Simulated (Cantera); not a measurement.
Input (Python, Cantera):

```python
import numpy as np
import cantera as ct

gas = ct.Solution("gri30.yaml")


def delay(T, t_max=10):
    gas.TPX = T, 1400000, {'C3H8': 1, 'O2': 3.12, 'N2': 15, 'CO2': 1.7}
    reactor = ct.IdealGasReactor(gas, clone=False)
    net = ct.ReactorNet([reactor])
    net.rtol, net.atol = 1e-8, 1e-16
    while net.time < t_max:
        t_old, T_old = net.time, reactor.T
        net.step()
        if reactor.T > T + 400:  # ignition: a rise of 400 K
            return t_old + (T + 400 - T_old) / (reactor.T - T_old) * (net.time - t_old)
    return np.nan


taus = []
for T in [1098, 1198, 1298, 1398, 1498, 1598, 1698, 1798, 1898, 1998]:
    taus.append(delay(T))
    print(f"T0 = {T:6g} K   tau = {taus[-1]:.4e} s")
```

Result:

```
T0 =   1098 K   tau = 1.0999e-02 s
T0 =   1198 K   tau = 1.7380e-03 s
T0 =   1298 K   tau = 3.0902e-04 s
T0 =   1398 K   tau = 6.8939e-05 s
T0 =   1498 K   tau = 2.0121e-05 s
T0 =   1598 K   tau = 7.5484e-06 s
T0 =   1698 K   tau = 3.4957e-06 s
T0 =   1798 K   tau = 1.9146e-06 s
T0 =   1898 K   tau = 1.1930e-06 s
T0 =   1998 K   tau = 8.1890e-07 s
```

Model: GRI-Mech 3.0 (53 species, 325 reactions), integrated in Cantera. GRI-Mech 3.0 was tuned for natural gas; its chemistry of propane as a main component is partial and can be far from experiment. The pressure lies above the range GRI-Mech 3.0 was tuned for (to about 10 atm).
